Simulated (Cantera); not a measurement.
Charge: 1 mol BN, 4.9 mol F2, 30 mol N2, equilibrated at 1973.15 K and 0.100 bar.

Equilibrium computed with Cantera from the NASA thermochemical tables; the gas is ideal and each condensed phase is pure. Candidate condensed phases: B, BN; 13 gas species. The numbers say what is thermodynamically allowed, not how fast it happens.

Base state: N2 0.796, F 0.178, BF3 0.0261, F2 1.68e-5 (mole fractions); condensed: gas only.

### Question
What changes in the equilibrium state with this change: temperature from 1973.15 K to 1025 K?

### Answer
```csv
species,before,after
N2,0.796,0.836
F,0.178,0.0875
F2,1.68e-5,0.0490
BF3,0.0261,0.0274
NF3,<1e-9,0.000277
```
